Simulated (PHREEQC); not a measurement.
**Brine**

A solution holds 1.2 mol/kgw CaCl2, 0.043 mol/kgw H3BO3 and 0.61 mol/kgw KBr, at 25 °C and 100 atm. It is in equilibrium with CO2 at log p = -1 (atm). Otherwise closed; pH follows from the charge balance.

Model: Pitzer model, pitzer.dat, run in PHREEQC.

The pH is 4.12, the ionic strength comes out as 4.21 mol/kgw and the activity of water is 0.905. The density is 1.147 g/cm³. The osmotic coefficient comes out as 1.138.

```tsv
species	molality	activity	log γ
Cl-	2.40	1.40	-0.235
Ca+2	1.20	0.701	-0.233
Br-	0.610	0.424	-0.158
K+	0.610	0.415	-0.167
B(OH)3	0.0430	0.0561	0.116
CO2	0.00184	0.00296	0.207
H+	3.58e-5	7.58e-5	0.326
CaB(OH)4+	1.66e-5	1.44e-5	-0.063
HCO3-	1.50e-5	1.74e-5	0.064
B(OH)4-	3.73e-6	4.86e-7	-0.886
B3O3(OH)4-	4.68e-7	1.17e-7	-0.603
CO3-2	4.95e-9	1.17e-11	-2.627
```

No solid was allowed to form. Species that the database lacks are ignored. In brines, pH and single-ion activities rest on the MacInnes convention. Under pressure, the constants of complexes without a molar volume in the database are unreliable.
